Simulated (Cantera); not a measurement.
Mixture: 9.10 % CH4, 0.319 % C2H6, 0.300 % C3H8, 18.9 % O2, 71.2 % N2, 0.137 % H2O, at 2.80 bar, adiabatic and at constant pressure. Ignition delay is the time to a rise of 400 K.

Model: GRI-Mech 3.0 (53 species, 325 reactions), integrated in Cantera.

Q: Predict: delay at 1250 K; delay at 1350 K; delay at 1450 K; delay at 1550 K; delay at 1650 K; delay at 1750 K; apparent activation energy between 1550 and 1750 K.

A: 
| Property | Result |
|---|---|
| delay at 1250 K | 3.15 ms |
| delay at 1350 K | 0.833 ms |
| delay at 1450 K | 0.258 ms |
| delay at 1550 K | 96.1 µs |
| delay at 1650 K | 42.5 µs |
| delay at 1750 K | 22.0 µs |
| apparent activation energy between 1550 and 1750 K | 170 kJ/mol |
